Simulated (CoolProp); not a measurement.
Saturation properties of sulfur dioxide.

Values from CoolProp's reference Helmholtz-energy equation of state, Gao 2016.

| T (K) | p (bar) | liquid cp (kJ/(kg K)) | surface tension (mN/m) |
|---|---|---|---|
| 232.2 | 0.2041 | 1.361 | 34.6 |
| 241.5 | 0.3477 | 1.359 | 32.8 |
| 250.8 | 0.5655 | 1.358 | 30.9 |
| 260 | 0.8790 | 1.360 | 29.1 |
| 269.3 | 1.325 | 1.364 | 27.3 |
| 278.6 | 1.934 | 1.371 | 25.5 |
| 287.9 | 2.745 | 1.380 | 23.6 |
| 297.2 | 3.798 | 1.391 | 21.8 |
| 306.5 | 5.140 | 1.406 | 20.0 |
| 315.8 | 6.818 | 1.425 | 18.3 |
| 325.1 | 8.882 | 1.447 | 16.5 |
| 334.4 | 11.38 | 1.476 | 14.7 |
| 343.7 | 14.38 | 1.511 | 13.0 |
| 353 | 17.93 | 1.555 | 11.2 |

It boils at 263.1 K under 1 atm.

Surface tension comes from a separate correlation (Mulero 2012).
